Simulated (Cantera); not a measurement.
A perfectly stirred reactor is fed with CH4 : C2H6 : C3H8 : O2 : N2 = 1 : 0.061 : 0.66 : 9.19 : 34.9 (molar parts), equivalence ratio 0.60, at 2.10 bar; it is adiabatic with a 650 K inlet, and is followed from long to short residence time, starting on the burning branch (τ in s: 0.054, 0.023, 0.01, 0.0043, 0.0019, 0.00081, 0.00035, 0.00015, 6.4e-05, 2.8e-05).

Cantera simulation using GRI-Mech 3.0 (53 species, 325 reactions); the numbers are that mechanism's predictions, not measurements. GRI-Mech 3.0 was tuned for natural gas; its chemistry of propane as a main component is partial and can be far from experiment.

Task: What does this change do: N2 34.9 to 27 parts?

Result: 
```csv
quantity,before,after
"blow-out, bracketed by the residence times tried","burning at 64.0 µs, out at 28.0 µs","burning at 28.0 µs, the shortest tried"
x(CH4) at τ = 54.0 ms,2.55e-6,1.10e-6
x(C2H6) at τ = 54.0 ms,2.86e-8,1.04e-8
x(C3H8) at τ = 54.0 ms,2.95e-7,1.21e-7
x(NO) at τ = 54.0 ms,9.16e-5,0.00113
x(CH2) at τ = 54.0 ms,2.95e-8,2.61e-8
x(CH4) at τ = 0.810 ms,4.28e-5,2.78e-5
x(C2H6) at τ = 0.810 ms,6.58e-7,3.96e-7
x(C3H8) at τ = 0.810 ms,6.80e-6,4.17e-6
x(NO) at τ = 0.810 ms,1.99e-5,7.54e-5
x(CH2) at τ = 0.810 ms,9.02e-7,9.11e-7
```
